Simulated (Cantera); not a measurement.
A perfectly stirred reactor is fed with CH3OH : O2 : N2 = 1 : 1.5 : 4.3 (molar parts), at 3750 Torr; it is adiabatic with a 700 K inlet, and is followed from long to short residence time, starting on the burning branch (τ in s: 0.048, 0.023, 0.011, 0.0056, 0.0028, 0.0013, 0.00066, 0.00032, 0.00016, 7.8e-05, 3.8e-05).

Computed with Cantera and GRI-Mech 3.0 (53 species, 325 reactions). GRI-Mech 3.0 was tuned for natural gas; its chemistry of methanol as a main component is partial and can be far from experiment.

One state of this run: T (K) = 2600; x CH3OH = 2.96e-7; x O2 = 0.0128; x CO2 = 0.107; x CH2CO = 1.72e-10; x C2H = <1e-12; x HO2 = 5.39e-6; x HCN = 5.57e-8. x: mole fraction; the columns are a selection and need not sum to one.

Problem. Which value of τ (s) does it belong to?
(A) 0.0013
(B) 3.8e-5
(C) 0.048
(D) 0.023

Solution. D, 0.023
